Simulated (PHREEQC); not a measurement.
A solution holds 0.063 mol HBr and 0.03 mol MgCl2 per kg of water, at 20 °C. Closed to the air; pH follows from the charge balance.

All values are PHREEQC results (ion-association model, wateq4f.dat), not measurements.

### Question
The ionic strength comes out as 0.153 mol/kgw. What activity coefficients do Mg+2, H+, Cl-, Br- get?

### Answer
Mg+2 0.37, H+ 0.81, Cl- 0.73, Br- 0.76.

No solid was allowed to form. Complexes and solids missing from the database can't appear.
